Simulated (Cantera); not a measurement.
## Stirred combustor or abatement burner

A perfectly stirred reactor is fed with 11.8 % CH₄, 5.19 % H₂, 17.5 % O₂, 65.6 % N₂, equivalence ratio 1.5, at 8.68 atm; it is adiabatic with a 500 K inlet, and is followed from long to short residence time, starting on the burning branch (τ in s: 0.18, 0.065, 0.023, 0.008, 0.0028, 0.00099, 0.00035, 0.00012, 4.3e-05, 1.5e-05, 5.3e-06).

Computed with Cantera and GRI-Mech 3.0 (53 species, 325 reactions).

```
τ (s)    T (K)     x CH₄    x H₂      x O₂    x HO₂   x H₂O₂    x C₂H₂
-------  -----  --------  ------  --------  -------  -------  --------
0.18      2092  0.000232  0.0861   1.92e-5  8.00e-9  1.76e-9   1.09e-5
0.065     2093  0.000555  0.0852   5.14e-5  2.13e-8  3.74e-9   6.09e-5
0.023     2096   0.00121  0.0830  0.000138  5.78e-8  9.17e-9  0.000268
0.0080    2099   0.00228  0.0789  0.000368  1.58e-7  2.41e-8  0.000825
0.0028    2101   0.00370  0.0731  0.000945  4.29e-7  6.39e-8   0.00173
0.00099   2094   0.00546  0.0669   0.00234  1.20e-6  1.71e-7   0.00268
0.00035   2064   0.00788  0.0612   0.00578  3.74e-6  4.86e-7   0.00334
0.00012   1929    0.0151  0.0556    0.0200  2.15e-5  1.99e-6   0.00315
4.3e-5     500     0.118  0.0519     0.175   <1e-12   <1e-12    <1e-12
1.5e-5     500     0.118  0.0519     0.175   <1e-12   <1e-12    <1e-12
5.3e-6     500     0.118  0.0519     0.175   <1e-12   <1e-12    <1e-12
```
x: mole fraction; the columns are a selection and need not sum to one.
